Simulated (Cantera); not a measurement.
A perfectly stirred reactor is fed with CH4 : O2 : N2 : CO2 = 1 : 1.25 : 4.7 : 0.32 (molar parts), equivalence ratio 1.6, at 0.987 atm; it is adiabatic with a 300 K inlet, and is followed from long to short residence time, starting on the burning branch (τ in s: 0.34, 0.12, 0.043, 0.015, 0.0054, 0.0019, 0.00068, 0.00024, 8.5e-05, 3e-05).

Model: GRI-Mech 3.0 (53 species, 325 reactions), integrated in Cantera.

x: mole fraction; the columns are a selection and need not sum to one.

```json
[
 {"τ (s)": "0.34", "T (K)": "1765", "x CH4": "0.00447", "x O2": "0.000416", "x C2H6": "3.87e-6", "x CH2CO": "1.35e-5", "x CO2": "0.0648", "x NO": "3.28e-6", "x H2": "0.0665"},
 {"τ (s)": "0.12", "T (K)": "1767", "x CH4": "0.00557", "x O2": "0.000909", "x C2H6": "9.34e-6", "x CH2CO": "2.85e-5", "x CO2": "0.0659", "x NO": "2.95e-6", "x H2": "0.0623"},
 {"τ (s)": "0.043", "T (K)": "1762", "x CH4": "0.00662", "x O2": "0.00189", "x C2H6": "2.16e-5", "x CH2CO": "5.49e-5", "x CO2": "0.0665", "x NO": "2.57e-6", "x H2": "0.0591"},
 {"τ (s)": "0.015", "T (K)": "1743", "x CH4": "___", "x O2": "___", "x C2H6": "___", "x CH2CO": "___", "x CO2": "0.0661", "x NO": "___", "x H2": "0.0565"},
 {"τ (s)": "0.0054", "T (K)": "1693", "x CH4": "___", "x O2": "___", "x C2H6": "___", "x CH2CO": "___", "x CO2": "0.0644", "x NO": "___", "x H2": "0.0543"},
 {"τ (s)": "0.0019", "T (K)": "300", "x CH4": "0.138", "x O2": "0.172", "x C2H6": "<1e-12", "x CH2CO": "<1e-12", "x CO2": "0.0440", "x NO": "<1e-12", "x H2": "<1e-12"},
 {"τ (s)": "0.00068", "T (K)": "300", "x CH4": "0.138", "x O2": "0.172", "x C2H6": "<1e-12", "x CH2CO": "<1e-12", "x CO2": "0.0440", "x NO": "<1e-12", "x H2": "<1e-12"},
 {"τ (s)": "0.00024", "T (K)": "300", "x CH4": "0.138", "x O2": "0.172", "x C2H6": "<1e-12", "x CH2CO": "<1e-12", "x CO2": "0.0440", "x NO": "<1e-12", "x H2": "<1e-12"},
 {"τ (s)": "8.5e-5", "T (K)": "300", "x CH4": "0.138", "x O2": "0.172", "x C2H6": "<1e-12", "x CH2CO": "<1e-12", "x CO2": "0.0440", "x NO": "<1e-12", "x H2": "<1e-12"},
 {"τ (s)": "3.0e-5", "T (K)": "300", "x CH4": "0.138", "x O2": "0.172", "x C2H6": "<1e-12", "x CH2CO": "<1e-12", "x CO2": "0.0440", "x NO": "<1e-12", "x H2": "<1e-12"}
]
```

What belongs in the gaps?


- 0.015, x CH4: 0.00800
- 0.015, x O2: 0.00403
- 0.015, x C2H6: 5.28e-5
- 0.015, x CH2CO: 0.000100
- 0.015, x NO: 1.94e-6
- 0.0054, x CH4: 0.0111
- 0.0054, x O2: 0.00962
- 0.0054, x C2H6: 0.000156
- 0.0054, x CH2CO: 0.000188
- 0.0054, x NO: 8.67e-7
